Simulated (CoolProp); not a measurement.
Vapour-liquid equilibrium of R22 (1) + R142b (2) at 290.6 K; x and y are mole fractions of (1).

Computed with CoolProp (multi-fluid Helmholtz-energy mixture model, Kamei 1995 and Lemmon 2006; pair parameters Bell 2016).

```
x     bubble pressure, mixture model (bar)  bubble pressure, Raoult's law (bar)  y, mixture model  y, Raoult's law
----  ------------------------------------  -----------------------------------  ----------------  ---------------
0.05                                     …                                2.951                 …            0.144
0.2                                      …                                3.822             0.403            0.443
0.35                                 4.478                                4.693                 …            0.632
0.5                                  5.300                                5.564             0.727            0.761
0.65                                 6.182                                6.436             0.834            0.855
0.8                                  7.129                                7.307             0.918            0.927
0.95                                 8.129                                8.178             0.982            0.984
```

Complete the blanks.


- 0.05, bubble pressure, mixture model (bar): 2.924
- 0.05, y, mixture model: 0.128
- 0.2, bubble pressure, mixture model (bar): 3.697
- 0.35, y, mixture model: 0.589

The largest gap from Raoult's law is -4.7 % in bubble pressure, at x = 0.5. No azeotrope shows between x = 0.05 and 0.95.

Pair parameters are fitted to limited data, so mixtures are less certain than the pure fluids.
